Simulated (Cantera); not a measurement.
Charge: 1 mol V, 0.022 mol O₂, 6.7 mol N₂O, held at 2100 °C and 13300 Pa.

These are equilibrium values from Cantera (NASA tables, ideal gas, pure condensed phases), not measurements of a reactor. Candidate condensed phases: V, VN, VO, V₂O₃, V₂O₄, V₂O₅; 13 gas species. Equilibrium is a limit: real reactors are often held back by kinetics, nucleation or transport.

Base state: N₂ 0.654, O₂ 0.221, VO₂ 0.0988, NO 0.0170, O 0.00965, VO 2.10e-5 (mole fractions); condensed: gas only.

Q: What changes in the equilibrium state with this change: V replaced by Cr?

A: 
| species | before | after |
|---|---|---|
| N₂ | 0.654 | 0.701 |
| O₂ | 0.221 | 0.261 |
| NO | 0.0170 | 0.0191 |
| VO₂ | 0.0988 | 0 |
| O | 0.00965 | 0.0105 |
| CrO₂ | 0 | 0.00730 |
| CrO₃ | 0 | 0.000446 |
| CrO | 0 | 0.000374 |
| VO | 2.10e-5 | 0 |
| Cr₂O₃(s), mol | 0 | 0.462 |
Further candidate phases: Cr, CrN, Cr₂N, Cr₂O₃.

Q: What changes in the equilibrium state with this change: V replaced by Ta?

A: 
| species | before | after |
|---|---|---|
| N₂ | 0.654 | 0.747 |
| O₂ | 0.221 | 0.225 |
| NO | 0.0170 | 0.0183 |
| VO₂ | 0.0988 | 0 |
| TaO₂ | 0 | 1.23e-5 |
| VO | 2.10e-5 | 0 |
| O | 0.00965 | 0.00974 |
| Ta₂O₅(l), mol | 0 | 0.500 |
Further candidate phases: Ta, Ta₂O₅.
